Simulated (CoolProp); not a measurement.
A simple Rankine cycle with R114: condensing at 318.15 K, boiler at 1.14 MPa, turbine inlet 499 K, turbine efficiency 0.6, pump efficiency 0.7, no recuperator. Each further row changes one setting.

Values from CoolProp's reference Helmholtz-energy equation of state, Platzer 1990. This equation is an older, rougher fit; its heat capacities, sound speeds and derivatives of the liquid may be far off and weren't checked against measurements.

```csv
case,thermal efficiency (%),net work (kJ/kg),heat in (kJ/kg),turbine exit temperature (K),volume ratio over the turbine
as stated,5.2,13.7,262,477.7,2.92
condensing temperature 310.15 K,6.2,16.6,270,473.6,3.66
boiler pressure 0.798 MPa,3.6,9.43,264,485.2,2.03
turbine efficiency 0.5,4.3,11.3,262,480.5,2.94
```
